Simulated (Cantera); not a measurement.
Cantera run:

```python
import numpy as np
import cantera as ct

gas_names = """
    C CH CH2 CH3 CH2OH CH3O CH4 CH3OH CO CO2 COOH C2 C2H CHCO,ketyl C2H2,acetylene C2H2,vinylidene
    CH2CO,ketene C2H3,vinyl CH3CO,acetyl C2H4 C2H4O,ethylen CH3CHO,ethanal CH3COOH (HCOOH)2 C2H5 C2H6
    CH3OCH3 C2H5OH C2O C3 C3H3,propargyl C3H4,allene C3H4,propyne C3H4,cyclo- C3H5,allyl C3H6,propylene
    C3H6,cyclo- C3H6O C3H7,n-propyl C3H7,i-propyl C3H8 C3H8O,1propanol C3H8O,2propanol C3O2 C4 C4H2
    C4H4,1,3-cyclo- C4H6,butadiene C4H6,2-butyne C4H6,cyclo- C4H8,1-butene C4H8,cis2-buten
    C4H8,tr2-butene C4H8,isobutene C4H8,cyclo- (CH3COOH)2 C4H9,n-butyl C4H9,i-butyl C4H9,s-butyl
    C4H9,t-butyl C4H10,isobutane C4H10,n-butane C5 C5H6,1,3cyclo- C5H8,cyclo- C5H10,1-pentene
    C5H10,cyclo- C5H11,pentyl C5H11,t-pentyl C5H12,n-pentane C5H12,i-pentane CH3C(CH3)2CH3 C6H2
    C6H5,phenyl C6H5O,phenoxy C6H6 C6H5OH,phenol C6H10,cyclo- C6H12,1-hexene C6H12,cyclo- C6H13,n-hexyl
    C7H7,benzyl C7H8 C7H8O,cresol C7H14,1-heptene C7H15,n-heptyl C7H16,n-heptane C8H8,styrene
    C8H10,ethylbenz C8H16,1-octene C8H17,n-octyl C8H18,isooctane C8H18,n-octane C9H19,n-nonyl
    C10H8,naphthale C10H21,n-decyl C12H9,o-bipheny C12H10,bipheny H HCO HO2 H2 HCHO,formaldehy HCOOH H2O
    H2O2 O OH O2 O3 Si SiC SiC2 SiC4H12 SiH SiH2 SiH3 SiH4 SiO SiO2 Si2 Si2C Si3
""".split()
cond_names = """
    C(gr) C6H6(L) C7H8(L) C8H18(L),n-octa H2O(s) H2O(L) Si(cr) Si(L) SiC(b) SiO2(Lqz) SiO2(hqz) SiO2(L)
""".split()


def load(file, names, dense=False):
    # The tables refer to 1 bar. Condensed volumes are neglected.
    table = {s.name: s for s in ct.Species.list_from_file(file)}
    out = []
    for n in names:
        d = dict(table[n].input_data)
        d["thermo"] = dict(d["thermo"], **{"reference-pressure": 1e5})
        if dense:
            d["equation-of-state"] = {"model": "constant-volume", "density": "1e6 g/cm^3"}
        out.append(ct.Species.from_dict(d))
    return out


gas = ct.Solution(thermo="ideal-gas", species=load("nasa_gas.yaml", gas_names))
cond = {s.name: ct.Solution(thermo="fixed-stoichiometry", species=[s], name=s.name)
        for s in load("nasa_condensed.yaml", cond_names, dense=True)}
atoms = {
    'SiC': {'Si': 1, 'C': 1},
    'H2O': {'H': 2, 'O': 1},
    'H2': {'H': 2},
}
top_T = {'C(gr)': 4500, 'SiC(b)': 3050}  # K; cautious upper limits of use, not melting points


def equilibrate(T, P, feed):
    n = {}
    for name, mol in feed.items():
        for a, k in atoms[name].items():
            n[a] = n.get(a, 0.0) + k * mol
    gas.TPX = T, P, n
    mass = sum(n.values()) * gas.mean_molecular_weight
    gas.equilibrate("TP")
    valid = [c for c in cond.values() if c.min_temp <= T <= top_T.get(c.name, c.max_temp)]
    mix = ct.Mixture([(gas, mass / gas.mean_molecular_weight)] + [(c, 0.0) for c in valid])
    mix.T, mix.P = T, P
    mix.equilibrate("TP", solver="vcs", rtol=1e-11, max_steps=5000)
    return mix


results = []
feed = {'SiC': 1, 'H2O': 0.16, 'H2': 2.2}  # mol
T = 1023  # K
P = 13332.2  # Pa
mix = equilibrate(T, P, feed)
results.append((T, P, feed, dict(zip(mix.species_names, mix.species_moles))))
print(gas.report(threshold=1e-05))
for i in range(1, mix.n_phases):
    print(f"{mix.phase(i).name:16s} {mix.phase_moles(i):12.5e} mol")
```

It prints:

```
       temperature   1023 K
          pressure   13332 Pa
           density   0.0033757 kg/m^3
  mean mol. weight   2.1536 kg/kmol
   phase of matter   gas

                          1 kg             1 kmol
                     ---------------   ---------------
          enthalpy        9.6748e+06        2.0836e+07  J
   internal energy        5.7253e+06         1.233e+07  J
           entropy             85879        1.8495e+05  J/K
    Gibbs function       -7.8179e+07       -1.6837e+08  J
 heat capacity c_p             14258             30707  J/K
 heat capacity c_v             10398             22393  J/K

                      mass frac. Y      mole frac. X     chem. pot. / RT
                     ---------------   ---------------   ---------------
               CH4          0.073052         0.0098065           -40.729
                H2           0.92692           0.99019           -19.587
     [ +121 minor]        2.9811e-05        2.3297e-06

C(gr)             5.70732e-02 mol
Si(cr)            0.00000e+00 mol
SiC(b)            9.20003e-01 mol
SiO2(hqz)         7.99974e-02 mol
```

Method: chemical equilibrium by Gibbs-energy minimisation in Cantera with the NASA 1993 tables (ideal gas, pure condensed phases). Mutual solubility and eutectic melting of coexisting phases are not modelled.
